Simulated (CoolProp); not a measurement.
Vapour-liquid equilibrium of CH2F2 (R32) (1) + R134a (2) at 0.111 MPa; x and y are mole fractions of (1).

Computed with CoolProp (multi-fluid Helmholtz-energy mixture model, Tillner-Roth 1997 and Tillner-Roth 1994; pair parameters Lemmon 2004).

### Question
Give the bubble temperature and the first vapour's composition at x = 0.15, 0.25, 0.85. Is there an azeotrope?

### Answer
x = 0.15: -30.6 °C, y = 0.361; x = 0.25: -34.0 °C, y = 0.518; x = 0.85: -47.5 °C, y = 0.949. No azeotrope shows between x = 0.05 and 0.95.

Pair parameters are fitted to limited data, so mixtures are less certain than the pure fluids.
